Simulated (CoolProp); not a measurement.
Properties of water along the isotherm 329.25 °C.

Values from CoolProp's reference Helmholtz-energy equation of state, Wagner 2002.

| p (MPa) | phase | density (kg/m³) | Joule-Thomson coefficient (K/MPa) | conductivity (mW/(m K)) |
|---|---|---|---|---|
| 3.31 | gas | 12.82 | 10.44 | 52.0 |
| 6.62 | gas | 28.23 | 10.05 | 59.4 |
| 9.93 | gas | 48.59 | 9.373 | 71.4 |
| 13.2 | liquid | 644.9 | 0.4806 | 504 |
| 16.5 | liquid | 657.5 | 0.4014 | 513 |
| 19.9 | liquid | (withheld) | 0.3412 | 520 |
| 23.2 | liquid | 677.8 | (withheld) | 527 |
| 26.5 | liquid | 686.2 | (withheld) | 533 |
| 29.8 | liquid | (withheld) | 0.2271 | 539 |
| 33.1 | liquid | 700.9 | 0.2005 | 545 |

Q: Complete the blanks.

A: 
- 19.9, density (kg/m³): 668.5
- 23.2, Joule-Thomson coefficient (K/MPa): 0.2955
- 26.5, Joule-Thomson coefficient (K/MPa): 0.2583
- 29.8, density (kg/m³): 693.9

Thermal conductivity comes from a separate model (Huber 2012).
